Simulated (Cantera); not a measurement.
Charge: 1 mol Pb, 0.29 mol H2O, 3.5 mol CO, equilibrated at 2.40 bar.

Method: chemical equilibrium by Gibbs-energy minimisation in Cantera with the NASA 1993 tables (ideal gas, pure condensed phases). Candidate condensed phases: C, C6H6, C7H8, C8H18, H2O, Pb, PbO, PbO2, Pb3O4; 113 gas species. Gases not in the tables: (PbO)n polymers. Rates play no part.

log p: log10 of the partial pressure in bar; n: condensed amount in mol.

```
T (K)  log p CO  log p CO2  log p Pb  log p H2O  log p H2  log p CH4  log p Pb2  n C(graphite)  n Pb(l)
-----  --------  ---------  --------  ---------  --------  ---------  ---------  -------------  -------
773       -1.04       0.30     -7.64      -0.59     -1.23      -2.12       <-11           1.67     1.00
873       -0.41       0.23     -6.20      -0.74     -0.95      -2.26       <-11           1.50    1.000
973        0.02       0.04     -5.06      -1.01     -0.82      -2.53     -10.74           1.06    1.000
1073        [?]        [?]       [?]        [?]     -0.78        [?]        [?]            [?]    1.000
1173       0.31      -0.78     -3.37      -1.77     -0.78      -3.43      -7.93              0    0.999
1273       0.31      -0.79     -2.74      -1.67     -0.79      -4.34      -6.86              0    0.997
1373       0.31      -0.80     -2.19      -1.60     -0.80      -5.12      -5.96              0    0.990
1473       0.31      -0.81     -1.73      -1.54     -0.81      -5.80      -5.18              0    0.970
1573       0.31      -0.83       [?]      -1.50     -0.83        [?]        [?]              0    0.922
1673       0.30      -0.85     -0.96      -1.47     -0.85      -6.94      -3.91              0    0.819
1773       0.27      -0.88     -0.65      -1.46     -0.88      -7.46      -3.39              0    0.605
1873       0.23      -0.93     -0.37      -1.48     -0.93      -7.99      -2.93              0    0.164
1973       0.22      -0.95     -0.30      -1.47     -0.95      -8.40      -2.90              0        0
```

### Question
Complete the blanks.

### Answer

- 1073, log p CO: 0.25
- 1073, log p CO2: -0.36
- 1073, log p Pb: -4.14
- 1073, log p H2O: -1.42
- 1073, log p CH4: -2.91
- 1073, log p Pb2: -9.20
- 1073, n C(graphite): 0.381
- 1573, log p Pb: -1.32
- 1573, log p CH4: -6.40
- 1573, log p Pb2: -4.50
